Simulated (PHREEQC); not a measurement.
Solution (25 °C): 0.00305 mol NiCl2, 0.065 mol KCl and 8.5e-05 mol MnSO4 per kg of water. Closed to the air; pH follows from the charge balance.

The numbers come from PHREEQC with the ion-association model, wateq4f.dat.

This is a speciation only: nothing precipitates in the calculation.

Task: Order these S species by the share of S that they hold, largest first: KSO4-, SO4-2, MnSO4, NiSO4.

Result: SO4-2 (78 %), KSO4- (14 %), NiSO4 (7.1 %), MnSO4 (0.18 %)

Task: Order these Ni species by the share of Ni that they hold, largest first: NiCl+, NiSO4, NiCl2, Ni+2.

Result: Ni+2 (92 %), NiCl+ (6.6 %), NiCl2 (1.0 %), NiSO4 (0.20 %)

The pH is 6.38 and the ionic strength 0.0739 mol/kgw. Species that the database lacks are ignored.
